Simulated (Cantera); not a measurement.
A perfectly stirred reactor is fed with NH₃ : H₂ = 1 : 7.1 (molar parts), at 100.0 Torr; it is held at 2025 K, and followed from long to short residence time.

Detailed kinetics in Cantera: the gas-phase N/H chemistry of the illustrative SiF4/NH3 mechanism in the Surface Chemkin manual (1991). Walls and surfaces, which speed up NH3 decomposition in real reactors, are not modelled.

x: mole fraction; the columns are a selection and need not sum to one.

```csv
τ (s),x NH₃,x H₂,x H,x N₂H₂,x N
5.5,0.00323,0.940,0.00349,___,1.51e-6
2.7,0.00743,0.938,0.00258,___,1.40e-6
1.3,0.0167,0.934,0.00189,___,1.24e-6
0.66,0.0309,0.926,0.00149,___,1.16e-6
0.32,0.0514,0.915,0.00123,___,1.11e-6
0.16,0.0730,0.903,0.00107,___,1.08e-6
0.079,0.0924,0.893,0.000973,___,1.05e-6
0.039,0.106,0.885,0.000909,5.19e-7,1.01e-6
0.019,0.115,0.880,0.000860,5.31e-7,9.32e-7
0.0094,0.119,0.878,0.000805,___,8.02e-7
```

Q: Fill in the missing entries.

A: 
- 5.5, x N₂H₂: 1.45e-8
- 2.7, x N₂H₂: 3.43e-8
- 1.3, x N₂H₂: 7.61e-8
- 0.66, x N₂H₂: 1.42e-7
- 0.32, x N₂H₂: 2.44e-7
- 0.16, x N₂H₂: 3.57e-7
- 0.079, x N₂H₂: 4.57e-7
- 0.0094, x N₂H₂: 4.87e-7
